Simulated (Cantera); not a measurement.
Feed: 1 mol SiO2, 15 mol CO, 0.8 mol N2, at 1650 °C and 1500 Pa.

Cantera equilibrium calculation (NASA polynomials, part measured and part estimated; ideal gas, pure solids and liquids). Candidate condensed phases: C, Si, SiC, SiO2, Si2N2O, Si3N4; 34 gas species. The tables hold silica as quartz up to 1696 K and as liquid above; real silica turns to tridymite and cristobalite and melts near 1996 K. Kinetics and transport are ignored.

Task: What is the equilibrium state?

Result: 
| Quantity | Value |
|---|---|
| x(CO) | 0.916 |
| x(N2) | 0.0498 |
| x(SiO) | 0.0171 |
| x(CO2) | 0.0171 |
| x(SiO2) | 4.27e-6 |
| n(SiO2(condensed)) | 0.725 mol |
| gas amount | 16.07 mol |
| log10 activity of C(graphite) (absent) | -4.56 |
| log10 activity of Si(l) (absent) | -5.57 |
